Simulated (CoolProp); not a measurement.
A Linde-Hampson liquefier for nitrogen: isothermal reversible compression at 300 K from 1 atm to 5 MPa, throttling to 1 atm, return gas leaving the recuperator 5 K below the feed. Each further row changes one setting.

Model: reference Helmholtz-energy equation of state, Span 2000, in CoolProp.

| case | liquid yield per pass | compression work (kJ/kg of gas) |
|---|---|---|
| as stated | … | 347 |
| high pressure 10 MPa | 0.033 | … |
| warm-end temperature 330 K | … | … |
| warm-end gap 10 K | … | 347 |

### Question
Fill in the missing entries.

### Answer

- as stated, liquid yield per pass: 0.012
- high pressure 10 MPa, compression work (kJ/kg of gas): 408
- warm-end temperature 330 K, liquid yield per pass: 0.006
- warm-end temperature 330 K, compression work (kJ/kg of gas): 382
- warm-end gap 10 K, liquid yield per pass: no liquid
